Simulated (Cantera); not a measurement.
Input: 1 mol HMDSO, 3.8 mol NO, 0.38 mol H₂, at 10.0 mbar.

Cantera equilibrium calculation (NASA polynomials, part measured and part estimated; ideal gas, pure solids and liquids). Candidate condensed phases: C, C₆H₆, C₇H₈, C₈H₁₈, H₂O, Si, SiC, SiO₂, Si₂N₂O, Si₃N₄; 151 gas species. The feed counts by its element totals alone. Mutual solubility and eutectic melting of coexisting phases are not modelled. Gases not in the tables: Si₂H₆ and higher silanes. The numbers say what is thermodynamically allowed, not how fast it happens.

**Question.** Which condensed phases are stable at each of these points (T (K)): 1500, 1550, 1600, 1650, 1700, 1750, 1800, 1850, 1900, 1950, 2000, 2050?

**Answer.** 
```tsv
T (K)	condensed phases	Si condensed (%)
1500	C(graphite) + SiC(s) + Si₂N₂O(s)	99.6
1550	SiC(s) + Si₂N₂O(s)	98.4
1600	SiC(s) + Si₂N₂O(s)	94.2
1650	SiC(s) + Si₂N₂O(s)	81.7
1700	SiC(s)	79.9
1750	SiC(s)	79.9
1800	SiC(s)	79.8
1850	SiC(s)	79.7
1900	SiC(s)	79.6
1950	SiC(s)	79.4
2000	SiC(s)	79.1
2050	SiC(s)	78.5
```

At 1500 K the condensed part is C(graphite) + SiC(s) + Si₂N₂O(s). From 1550 K to 1650 K the condensed part is SiC(s) + Si₂N₂O(s). From 1700 K to 2050 K the condensed part is SiC(s).
